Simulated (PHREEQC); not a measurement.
**Brine (model solution)**

Dissolve 1.7 mol/kgw K2CO3, 0.022 mol/kgw Na2SO4 and 3.2e-05 mol/kgw H4SiO4 at 20 °C. Closed to the air; pH follows from the charge balance.

Equilibrium calculation in PHREEQC: Pitzer model, pitzer.dat.

| Quantity | Value |
|---|---|
| pH | 12.24 |
| ionic strength | 5.16 mol/kgw |
| activity of water | 0.922 |
| density | 1.173 g/cm³ |
| osmotic coefficient | 0.869 |
| total alkalinity | 3400 meq/kg |

| species | molality | activity | log γ |
|---|---|---|---|
| K+ | 3.40 | 1.50 | -0.357 |
| CO3-2 | 1.69 | 0.225 | -0.876 |
| Na+ | 0.0440 | 0.0127 | -0.540 |
| SO4-2 | 0.0220 | 0.000948 | -1.366 |
| HCO3- | 0.00679 | 0.00315 | -0.333 |
| OH- | 0.00674 | 0.0110 | 0.212 |
| H2SiO4-2 | 1.96e-5 | 4.15e-7 | -1.673 |
| H3SiO4- | 1.24e-5 | 4.91e-6 | -0.403 |
| H4SiO4 | 1.87e-8 | 2.30e-8 | 0.089 |
| CO2 | 3.23e-9 | 4.63e-9 | 0.155 |

This is a speciation only: nothing precipitates in the calculation. In brines, pH and single-ion activities rest on the MacInnes convention.
